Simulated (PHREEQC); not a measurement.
## Hard or scaling water: an equilibrium model

Solution (20 °C): 0.0071 mol/kgw CaCl2, 0.00097 mol/kgw Na2HPO4 and 0.28 mol/kgw NaCl. Closed to the air; pH follows from the charge balance.

Equilibrium calculation in PHREEQC: ion-association model, phreeqc.dat.

```yaml
pH: 7.95
ionic_strength: 0.303 mol/kgw
activity_of_water: 0.990
specific_conductance: 25000 µS/cm
density: 1.010 g/cm³
total_alkalinity: 0.970 meq/kg
```

```
species   molality  activity   log γ
--------  --------  --------  ------
Cl-          0.294     0.202  -0.163
Na+          0.282     0.206  -0.136
Ca+2       0.00690   0.00201  -0.536
HPO4-2    0.000635  0.000165  -0.586
CaHPO4    0.000154  0.000165   0.030
NaHPO4-    9.18e-5   6.64e-5  -0.141
CaPO4-     4.36e-5   3.15e-5  -0.141
H2PO4-     4.27e-5   3.08e-5  -0.141
CaH2PO4+   1.99e-6   1.44e-6  -0.141
OH-        8.90e-7   6.01e-7  -0.171
PO4-3      1.70e-7   5.96e-9  -1.456
```

No solid was allowed to form. Saturation is exceeded, for instance for Hydroxyapatite; the values hold only as long as no solid forms.
